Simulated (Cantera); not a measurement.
Input: 1 mol TiCl4, 3.2 mol O2, equilibrated at 625 K and 6.83 Torr.

These are equilibrium values from Cantera (NASA tables, ideal gas, pure condensed phases), not measurements of a reactor. Candidate condensed phases: Ti, TiCl2, TiCl3, TiCl4, TiO, TiO2, Ti2O3, Ti3O5, Ti4O7; 15 gas species. Condensed phases not in the tables: TiOCl. Kinetics and transport are ignored.

Task: What is the equilibrium state?

Result: 
```
Item                                    Result
-----------------------------------  ---------
x(O2)                                    0.524
x(Cl2)                                   0.476
n(TiO2(rutile))                       1.00 mol
gas amount                           4.200 mol
log10 activity of TiCl4(l) (absent)     -15.68
log10 activity of TiCl3(s) (absent)     -21.79
log10 activity of Ti4O7(s) (absent)     -24.86
```
